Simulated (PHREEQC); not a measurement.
A solution holds 8.9 mmol/kgw HF, 0.049 mmol/kgw CsF, 25 mmol/kgw H3PO4 and 13 mmol/kgw Zn(NO3)2, at 20 °C. Closed to the air; pH follows from the charge balance.

The numbers come from PHREEQC with the ion-association model, wateq4f.dat.

Precipitation was switched off in this run.

Task: What pH does the model give?

Result: pH 1.98.

Task: In which forms is F present?

Result: HF 87 %, F- 7.6 %, H2F2 4.3 %, ZnF+ 0.6 % of the F.

H3PO4, which wateq4f.dat lacks, is added to it with the constant of phreeqc.dat. The database has no phosphate complexes of Zn.
